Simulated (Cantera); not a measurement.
An adiabatic, constant-volume homogeneous reactor starts with CO : H2 : O2 : N2 = 1 : 0.95 : 0.65 : 6.5 (molar parts), equivalence ratio 1.5, at 1550 K and 0.987 atm. Integrator tolerance rtol = 1e-08.

Model: GRI-Mech 3.0 (53 species, 325 reactions), integrated in Cantera.

**Question.** What does this change do: 0.82 parts CO2 added?

**Answer.** 
```
quantity                                                            before                                      after
---------------------------------  ---------------------------------------  -----------------------------------------
time of steepest temperature rise                                  25.3 µs                                    27.5 µs
temperature at 0.200 s                                              2650 K                                     2508 K
equilibrium temperature                                             2650 K                                     2508 K
x(CO) at 0.200 s                     0.0671 (gas-phase equilibrium 0.0671)      0.0715 (gas-phase equilibrium 0.0715)
x(H2) at 0.200 s                     0.0179 (gas-phase equilibrium 0.0179)    0.00841 (gas-phase equilibrium 0.00841)
x(O2) at 0.200 s                   0.00214 (gas-phase equilibrium 0.00214)    0.00293 (gas-phase equilibrium 0.00293)
x(NO) at 0.200 s                   0.00293 (gas-phase equilibrium 0.00293)    0.00260 (gas-phase equilibrium 0.00260)
x(O) at 0.200 s                    0.00107 (gas-phase equilibrium 0.00107)  0.000666 (gas-phase equilibrium 0.000666)
x(H2O2) at 0.200 s                 4.92e-8 (gas-phase equilibrium 4.92e-8)    4.32e-8 (gas-phase equilibrium 4.32e-8)
```

**Question.** What does this change do: H2 0.95 to 0.34 parts?

**Answer.** 
| quantity | before | after |
|---|---|---|
| time of steepest temperature rise | 25.3 µs | 34.9 µs |
| temperature at 0.200 s | 2650 K | 2586 K |
| equilibrium temperature | 2650 K | 2586 K |
| x(CO) at 0.200 s | 0.0671 (gas-phase equilibrium 0.0671) | 0.0369 (gas-phase equilibrium 0.0369) |
| x(H2) at 0.200 s | 0.0179 (gas-phase equilibrium 0.0179) | 0.00240 (gas-phase equilibrium 0.00240) |
| x(O2) at 0.200 s | 0.00214 (gas-phase equilibrium 0.00214) | 0.0120 (gas-phase equilibrium 0.0120) |
| x(NO) at 0.200 s | 0.00293 (gas-phase equilibrium 0.00293) | 0.00649 (gas-phase equilibrium 0.00649) |
| x(O) at 0.200 s | 0.00107 (gas-phase equilibrium 0.00107) | 0.00193 (gas-phase equilibrium 0.00193) |
| x(H2O2) at 0.200 s | 4.92e-8 (gas-phase equilibrium 4.92e-8) | 4.28e-8 (gas-phase equilibrium 4.28e-8) |

**Question.** What does this change do: N2 6.5 to 12 parts?

**Answer.** 
```csv
quantity,before,after
time of steepest temperature rise,25.3 µs,40.8 µs
temperature at 0.200 s,2650 K,2338 K
equilibrium temperature,2650 K,2338 K
x(CO) at 0.200 s,0.0671 (gas-phase equilibrium 0.0671),0.0368 (gas-phase equilibrium 0.0368)
x(H2) at 0.200 s,0.0179 (gas-phase equilibrium 0.0179),0.0105 (gas-phase equilibrium 0.0105)
x(O2) at 0.200 s,0.00214 (gas-phase equilibrium 0.00214),0.000135 (gas-phase equilibrium 0.000135)
x(NO) at 0.200 s,0.00293 (gas-phase equilibrium 0.00293),0.000450 (gas-phase equilibrium 0.000451)
x(O) at 0.200 s,0.00107 (gas-phase equilibrium 0.00107),6.01e-5 (gas-phase equilibrium 6.01e-5)
x(H2O2) at 0.200 s,4.92e-8 (gas-phase equilibrium 4.92e-8),3.84e-9 (gas-phase equilibrium 3.84e-9)
```
